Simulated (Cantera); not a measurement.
Cantera run:

```python
import numpy as np
import cantera as ct

gas_names = """
    H HO2 H2 H2O H2O2 O OH O2 O3 V VO VO2
""".split()
cond_names = """
    H2O(s) H2O(L) V(cr) V(L) VO(s) VO(L) V2O3(s) V2O3(L) V2O4(I) V2O4(II) V2O4(L) V2O5(s) V2O5(L)
""".split()


# ... load() reads the species with a 1 bar reference pressure and builds the phases ...
atoms = {
    'V2O5': {'V': 2, 'O': 5},
    'H2': {'H': 2},
}
top_T = {}  # K; cautious upper limits of use, not melting points


# ... equilibrate(T, P, feed) seeds the gas with the atoms and calls Mixture.equilibrate('TP', solver="vcs", rtol=1e-11, max_steps=5000) ...
results = []
T = 1675  # K
P = 220  # Pa
for m in [0.74, 1.4, 2.6, 4.8, 9.1, 17, 32, 59, 110, 210, 390, 720, 1300]:
    feed = {'V2O5': 1, 'H2': m}  # mol
    mix = equilibrate(T, P, feed)
    results.append((T, P, feed, dict(zip(mix.species_names, mix.species_moles))))

top = {s: max(r[3][s] / sum(r[3][g] for g in gas_names) for r in results) for s in gas_names}
cols = sorted((s for s in top if top[s] > 0.001), key=lambda s: -top[s])[:6]
seen = [c for c in cond_names if any(r[3].get(c, 0) > 1e-12 for r in results)]
print("log10 of partial pressures in bar; condensed amounts in mol")
print(f"{'n(H2)':>10s}" + "".join(f"{s[:9]:>10s}" for s in cols + seen))
for T, P, feed, n in results:
    ng = sum(n[g] for g in gas_names)
    print(f"{feed['H2']:10.4g}" + "".join(f"{np.log10(max(n[s] / ng * P / 1e5, 1e-99)):10.3f}" for s in cols)
          + "".join(f"{n.get(c, 0):10.4g}" for c in seen))
```

It prints:

```
log10 of partial pressures in bar; condensed amounts in mol
     n(H2)        H2       H2O        O2        OH         H       VO2     VO(s)   V2O3(s)  V2O4(II)
      0.74    -5.799    -2.731    -3.487    -5.082    -6.835    -5.404         0         0    0.9992
       1.4    -4.801    -2.663    -5.349    -5.513    -6.335    -5.404         0    0.3965    0.6023
       2.6    -3.295    -2.772    -8.577    -6.375    -5.583    -6.211         0    0.9996         0
       4.8    -2.893    -3.038    -9.915    -6.843    -5.382    -6.546         0    0.9997         0
       9.1    -2.766    -3.316   -10.723    -7.184    -5.318    -6.748         0    0.9996         0
        17    -2.713    -3.588   -11.373    -7.482    -5.292    -6.910         0    0.9995         0
        32    -2.687    -3.862   -11.975    -7.770    -5.278    -7.061         0    0.9994         0
        59    -2.674    -4.128   -12.533    -8.042    -5.272    -7.200         0    0.9991         0
       110    -2.667    -4.399   -13.088    -8.316    -5.268    -7.339         0    0.9988         0
       210    -2.663    -4.680   -13.658    -8.599    -5.267    -7.481         0    0.9982         0
       390    -2.662    -4.773   -13.846    -8.692    -5.266    -7.554     1.994         0         0
       720    -2.660    -5.039   -14.381    -8.959    -5.265    -7.822     1.994         0         0
      1300    -2.660    -5.296   -14.896    -9.216    -5.265    -8.079     1.992         0         0
```

Equilibrium computed with Cantera from the NASA thermochemical tables; the gas is ideal and each condensed phase is pure. Mutual solubility and eutectic melting of coexisting phases are not modelled. VO: taken at fixed stoichiometry. Condensed phases not in the tables: the oxides between V2O3 and V2O5 other than VO2.
